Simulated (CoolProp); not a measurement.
cis-2-butene along the isobar 0.431 MPa: density (kg/m³) from the reference equation and from simpler models built on Tc = 435.8 K, pc = 4.236 MPa, ω = 0.202; each cubic takes its own stable root.

Values from CoolProp's reference Helmholtz-energy equation of state, Lemmon 2005. It is a short technical equation, of lower accuracy than the large ones.

| T (K) | phase | reference |
|---|---|---|
| 143.6 | liquid | 780.6 |
| 166.7 | liquid | 756.5 |
| 189.9 | liquid | 732.6 |
| 213 | liquid | 708.8 |
| 236.2 | liquid | 684.6 |
| 259.3 | liquid | 659.9 |
| 282.4 | liquid | 634.2 |
| 305.6 | liquid | 606.7 |
| 328.7 | gas | 9.823 |
| 351.9 | gas | 8.951 |
| 375 | gas | 8.259 |
| 398.1 | gas | 7.686 |
| 421.3 | gas | 7.196 |
| 444.4 | gas | 6.775 |
| 467.6 | gas | 6.403 |

How far does each simpler model (van der Waals, Redlich-Kwong, Soave-Redlich-Kwong, Peng-Robinson) lie from the reference over these 15 states: mean and median of the absolute difference, and the worst?


- van der Waals: mean 29.5 %, median 38.5 %, worst -98.3 % at 305.6 K and 0.431 MPa
- Redlich-Kwong: mean 5.5 %, median 9.2 %, worst -10.7 % at 143.6 K and 0.431 MPa
- Soave-Redlich-Kwong: mean 4.7 %, median 7.4 %, worst -10.5 % at 143.6 K and 0.431 MPa
- Peng-Robinson: mean 1.8 %, median 0.7 %, worst +4.6 % at 282.4 K and 0.431 MPa

At some of these states van der Waals gives the other phase, because its saturation line lies elsewhere.
